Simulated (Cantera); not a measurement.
Input: 1 mol CsF, 11 mol H₂O, 1.2 mol N₂, held at 0.638 Torr.

Equilibrium computed with Cantera from the NASA thermochemical tables; the gas is ideal and each condensed phase is pure. Candidate condensed phases: Cs, CsF, CsOH, H₂O; 48 gas species. Rates play no part.

log p: log10 of the partial pressure in bar; nothing condenses.

```json
[
 {"T (K)": "1573", "log p H₂O": "-3.16", "log p N₂": "-4.11", "log p CsF": "-4.34", "log p H₂": "-5.59", "log p HF": "-4.73", "log p Cs": "-5.67", "log p O₂": "-5.78", "log p OH": "-6.20", "log p CsOH": "-4.78", "log p H": "-7.19"},
 {"T (K)": "1648", "log p H₂O": "-3.17", "log p N₂": "-4.12", "log p CsF": "-4.37", "log p H₂": "-5.34", "log p HF": "-4.67", "log p Cs": "-5.40", "log p O₂": "-5.53", "log p OH": "-5.89", "log p CsOH": "-4.76", "log p H": "-6.72"},
 {"T (K)": "1723", "log p H₂O": "-3.17", "log p N₂": "-4.12", "log p CsF": "-4.41", "log p H₂": "?", "log p HF": "?", "log p Cs": "?", "log p O₂": "?", "log p OH": "?", "log p CsOH": "-4.76", "log p H": "?"},
 {"T (K)": "1798", "log p H₂O": "-3.18", "log p N₂": "-4.12", "log p CsF": "-4.45", "log p H₂": "-4.91", "log p HF": "-4.56", "log p Cs": "-4.96", "log p O₂": "-5.10", "log p OH": "-5.36", "log p CsOH": "-4.78", "log p H": "-5.91"},
 {"T (K)": "1873", "log p H₂O": "-3.19", "log p N₂": "-4.13", "log p CsF": "-4.51", "log p H₂": "-4.72", "log p HF": "-4.50", "log p Cs": "-4.79", "log p O₂": "-4.92", "log p OH": "-5.14", "log p CsOH": "-4.81", "log p H": "-5.55"},
 {"T (K)": "1948", "log p H₂O": "-3.21", "log p N₂": "-4.13", "log p CsF": "?", "log p H₂": "?", "log p HF": "-4.45", "log p Cs": "?", "log p O₂": "?", "log p OH": "?", "log p CsOH": "?", "log p H": "?"},
 {"T (K)": "2023", "log p H₂O": "-3.24", "log p N₂": "-4.14", "log p CsF": "-4.67", "log p H₂": "-4.39", "log p HF": "-4.41", "log p Cs": "-4.56", "log p O₂": "-4.63", "log p OH": "-4.75", "log p CsOH": "-4.95", "log p H": "-4.92"}
]
```

Question: Fill in the missing entries.

Answer: 
- 1948, log p CsF: -4.58
- 1948, log p H₂: -4.54
- 1948, log p Cs: -4.66
- 1948, log p O₂: -4.77
- 1948, log p OH: -4.93
- 1948, log p CsOH: -4.87
- 1948, log p H: -5.22
- 1723, log p H₂: -5.12
- 1723, log p HF: -4.61
- 1723, log p Cs: -5.16
- 1723, log p O₂: -5.31
- 1723, log p OH: -5.62
- 1723, log p H: -6.30
